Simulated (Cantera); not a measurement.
Feed: 1 mol SiHCl3, 1.2 mol NH3, 1.7 mol N2, held at 5.10e-5 bar.

These are equilibrium values from Cantera (NASA tables, ideal gas, pure condensed phases), not measurements of a reactor. Candidate condensed phases: NH4Cl, Si, Si3N4; 28 gas species. Rates play no part.

Question: Which condensed phases are stable at each of these points (T (K)): 1075, 1150, 1225, 1300, 1375, 1450, 1525, 1600, 1675, 1750, 1825, 1900, 1975?

Answer: 
| T (K) | condensed phases | Si condensed (%) |
|---|---|---|
| 1075 | Si3N4(s) | 86.6 |
| 1150 | Si3N4(s) | 83.0 |
| 1225 | Si3N4(s) | 68.0 |
| 1300 | Si3N4(s) | 41.2 |
| 1375 | Si3N4(s) | 13.9 |
| 1450 | gas only | 0.0 |
| 1525 | gas only | 0.0 |
| 1600 | gas only | 0.0 |
| 1675 | gas only | 0.0 |
| 1750 | gas only | 0.0 |
| 1825 | gas only | 0.0 |
| 1900 | gas only | 0.0 |
| 1975 | gas only | 0.0 |

From 1075 K to 1375 K the condensed part is Si3N4(s). From 1450 K to 1975 K nothing is condensed.
